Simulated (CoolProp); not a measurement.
Dimethyl carbonate along the isotherm 600 K: density (kg/m³) from the reference equation and from simpler models built on Tc = 557.0 K, pc = 4.909 MPa, ω = 0.346; each cubic takes its own stable root.

Computed with CoolProp (reference Helmholtz-energy equation of state, Zhou 2011).

```
p (MPa)          phase  reference
-------  -------------  ---------
0.0776             gas      1.407
0.159              gas      2.896
0.327              gas      6.014
0.672              gas      12.61
1.38               gas      27.06
2.83               gas      61.64
5.82     supercritical      178.6
12       supercritical      534.3
24.5     supercritical      674.7
```

**Question.** How far does each simpler model (ideal gas, van der Waals, Redlich-Kwong, Soave-Redlich-Kwong, Peng-Robinson) lie from the reference over these 9 states: mean and median of the absolute difference, and the worst?

**Answer.** 
- ideal gas: mean 18.6 %, median 7.9 %, worst -59.4 % at 600 K and 12 MPa
- van der Waals: mean 6.1 %, median 0.6 %, worst -25.2 % at 600 K and 24.5 MPa
- Redlich-Kwong: mean 2.3 %, median 0.2 %, worst -8.3 % at 600 K and 12 MPa
- Soave-Redlich-Kwong: mean 3.2 %, median 0.3 %, worst -13.6 % at 600 K and 12 MPa
- Peng-Robinson: mean 1.1 %, median 0.3 %, worst -5.6 % at 600 K and 12 MPa
